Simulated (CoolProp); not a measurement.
Saturation properties of isobutene.

Computed with CoolProp (reference Helmholtz-energy equation of state, Lemmon 2005). It is a short technical equation, of lower accuracy than the large ones.

```tsv
T (°C)	p (bar)	liquid density (kg/m³)	enthalpy of vaporisation (kJ/kg)
-16.35	0.6921	637.0	400.3
-8.75	0.9458	628.5	?
-1.15	1.267	?	386.0
6.45	1.667	610.9	378.5
14.05	2.158	601.9	370.7
21.55	2.743	592.7	362.7
29.15	?	583.2	354.2
36.75	4.290	573.4	345.3
44.35	5.272	563.2	336.0
51.85	6.396	552.8	326.3
59.45	7.708	541.8	315.9
```

**Question.** Complete the blanks.

**Answer.** 
- -8.75, enthalpy of vaporisation (kJ/kg): 393.3
- -1.15, liquid density (kg/m³): 619.8
- 29.15, p (bar): 3.452

It boils at -7.0 °C under 1 atm.
